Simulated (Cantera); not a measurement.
# Ti(NMe2)4 + H2 + N2 + H2O (titanium nitride, carbide and oxide coatings)

A closed system holds: 1 mol Ti(NMe2)4, 2.5 mol H2, 6 mol N2, 0.84 mol H2O, equilibrated at 2000 K and 31.0 mbar.

Equilibrium computed with Cantera from the NASA thermochemical tables; the gas is ideal and each condensed phase is pure. Candidate condensed phases: C, C6H6, C7H8, C8H18, H2O, Ti, TiC, TiN, TiO, TiO2, Ti2O3, Ti3O5, Ti4O7; 139 gas species. The feed counts by its element totals alone. TiC: taken at fixed stoichiometry. The numbers say what is thermodynamically allowed, not how fast it happens.

```yaml
x(H2): 0.624
x(N2): 0.326
x(CO): 0.0346
x(H): 0.00730
x(HCN): 0.00665
x(C2H2 (acetylene)): 0.000480
x(HNC): 0.000378
x(CH4): 5.13e-6
x(CN): 1.83e-6
n(C(graphite)): 5.97 mol
n(TiC(s)): 1.000 mol
gas_amount: 24.27 mol
log10 activity of Ti(l) (absent): -4.11
log10 activity of Ti2O3(s) (absent): -13.76
log10 activity of Ti3O5(s) (absent): -22.86
```
